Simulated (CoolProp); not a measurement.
The numbers come from the reference Helmholtz-energy equation of state, Gao 2020 in CoolProp.

Task: Give the vapour pressure (MPa), liquid density (kg/m³), vapour Z, liquid viscosity (µPa s) of saturated ammonia at 290.4 K.

Result: 
| T (K) | p (MPa) | liquid density (kg/m³) | vapour Z | liquid viscosity (µPa s) |
|---|---|---|---|---|
| 290.4 | 0.784 | 614 | 0.900 | 142 |

Viscosity comes from a separate model (Fenghour 1995).
